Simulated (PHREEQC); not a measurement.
## Reverse-osmosis permeate: speciation

Synthetic water in mmol/kgw, 25 °C, pH 5.93, pe 11.7: Na 0.0964; K 9.54e-05; Ca 0.688; Mg 0.0918; Cl 0.708; S(6) 0.242; Alkalinity (meq/kgw) 0.46; Cu(2) 0.000288; B 0.000364; N(5) 0.000356; Zn 0.00136; Pb 0.0228.

Valence states are taken as typed.

Model: ion-association model, phreeqc.dat, run in PHREEQC.

No solid was allowed to form.

Question: Predict the specific conductance, charge-balance error.

Answer: specific conductance 193 µS/cm; charge-balance error 1.6 %.

Question: In which forms is Cu present?

Answer: Cu+2 77 %, CuHCO3+ 14 %, CuCO3 5.6 %, CuSO4 2.2 %, Cu(OH)2 0.9 %, CuOH+ 0.6 % of the Cu.

Saturation is exceeded, for instance for Cerussite; the values hold only as long as no solid forms.
